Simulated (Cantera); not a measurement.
A closed system holds: 1 mol Pb, 2 mol NH3, 31 mol H2, 2.9 mol O2, held at 900 °C.

Equilibrium computed with Cantera from the NASA thermochemical tables; the gas is ideal and each condensed phase is pure. Candidate condensed phases: H2O, Pb, PbO, PbO2, Pb3O4; 27 gas species. Rates play no part.

Q: Which condensed phases are stable at each of these points (P (Pa)): 10, 61, 370, 2200, 13000, 82000, 500000, 3000000?

A: 
| P (Pa) | condensed phases | Pb condensed (%) |
|---|---|---|
| 10 | gas only | 0.0 |
| 61 | gas only | 0.0 |
| 370 | gas only | 0.0 |
| 2200 | Pb(l) | 31.4 |
| 13000 | Pb(l) | 88.6 |
| 82000 | Pb(l) | 98.2 |
| 500000 | Pb(l) | 99.7 |
| 3000000 | Pb(l) | 100.0 |

From 10.0 Pa to 370 Pa nothing is condensed. From 2200 Pa to 3000000 Pa the condensed part is Pb(l).
